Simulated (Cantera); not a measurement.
A freely propagating, adiabatic, planar premixed flame of CH₄ : CO : O₂ : N₂ = 1 : 0.1 : 1.86 : 8.01 (molar parts), unburnt at 625 K and 9.87 atm; unity-Lewis-number transport, grid criteria slope 0.08 and curve 0.16, no radiation.

Computed with Cantera and GRI-Mech 3.0 (53 species, 325 reactions). Unity Lewis numbers drop preferential diffusion, which matters most where H2 and H carry the flame. Burning velocities carry a grid error of a few per cent, more on coarse grids.

Question: Predict: laminar burning velocity; thermal thickness; peak x(H); peak x(C₂H₄); peak x(HCN).

Answer: 
| Property | Result |
|---|---|
| laminar burning velocity | 33.3 cm/s |
| thermal thickness | 0.0913 mm |
| peak x(H) | 0.00273 |
| peak x(C₂H₄) | 0.000736 |
| peak x(HCN) | 1.50e-5 |
